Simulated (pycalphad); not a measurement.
CALPHAD calculation (pycalphad, COST 507 light-alloy database (1999)), 1 atm. These are 1990s assessments: newer ones move some temperatures and phases. Diffusion is slow at the low end, where real alloys seldom reach equilibrium.

Molar enthalpy of Si-16.07Cu (wt.%) in equilibrium (SER reference):

| T (°C) | H (kJ/mol) | phases |
|---|---|---|
| 1577 | 86.68 | liquid |
| 1477 | 83.93 | liquid |
| 1427 | 82.55 | liquid |
| 1377 | 81.18 | liquid |
| 1277 | 45.88 | diamond (Si) + liquid |
| 1177 | 36.08 | diamond (Si) + liquid |
| 1077 | 30.25 | diamond (Si) + liquid |
| 977 | 26.06 | diamond (Si) + liquid |
| 877 | 22.64 | diamond (Si) + liquid |
| 777 | 18.66 | diamond (Si) + CU19SI6_ETA |
| 727 | 17.33 | diamond (Si) + CU19SI6_ETA |
| 677 | 16.01 | diamond (Si) + CU19SI6_ETA |
| 577 | 13.41 | diamond (Si) + CU19SI6_ETA |
| 477 | 10.86 | diamond (Si) + CU19SI6_ETA |
| 377 | 8.36 | diamond (Si) + CU19SI6_ETA |
| 277 | 5.92 | diamond (Si) + CU19SI6_ETA |

Cooling from 1377 °C to 777 °C, across the freezing range, releases 62.5 kJ/mol, or 2030 J/g. The slope is 28 J/(mol K) in the liquid and 27 J/(mol K) just below the solidus, where it includes any heat of precipitation. Liquidus 1372 °C, solidus 801 °C. Changes were sought between steps of 50 K, so a narrower field can be missed.

Database names, with the compositions (at.%) that they take in these runs: CU19SI6_ETA: Cu 76 Si 24.
